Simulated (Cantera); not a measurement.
Input: 1 mol MgCO₃, 4.3 mol CO₂, equilibrated at 0.180 Torr.

Method: chemical equilibrium by Gibbs-energy minimisation in Cantera with the NASA 1993 tables (ideal gas, pure condensed phases). Candidate condensed phases: C, Mg, MgCO₃, MgO; 15 gas species. The numbers say what is thermodynamically allowed, not how fast it happens.

log p: log10 of the partial pressure in bar; n: condensed amount in mol.

```csv
T (K),log p CO₂,log p CO,log p O₂,log p O,log p Mg,n MgO(s)
973,-3.62,-9.40,-9.70,-15.02,<-15,1.00
1023,-3.62,?,?,?,<-15,1.00
1073,-3.62,-8.45,-8.75,-13.28,<-15,1.00
1123,-3.62,-8.05,-8.35,-12.53,<-15,1.00
1173,-3.62,-7.67,-7.97,-11.84,<-15,1.00
1223,-3.62,-7.33,-7.63,-11.21,<-15,1.00
1273,-3.62,-7.02,-7.32,-10.63,<-15,1.00
1323,-3.62,-6.73,-7.03,-10.09,-14.64,1.00
1373,-3.62,-6.46,-6.76,-9.59,-13.71,1.00
1423,-3.62,-6.21,-6.51,-9.12,-12.85,1.00
1473,-3.62,?,?,?,?,1.00
1523,-3.62,-5.76,-6.06,-8.29,-11.31,1.00
1573,-3.63,-5.56,-5.86,-7.91,-10.61,1.000
```

Question: Fill in the missing entries.

Answer: 
- 1473, log p CO: -5.97
- 1473, log p O₂: -6.28
- 1473, log p O: -8.69
- 1473, log p Mg: -12.05
- 1023, log p CO: -8.90
- 1023, log p O₂: -9.20
- 1023, log p O: -14.11
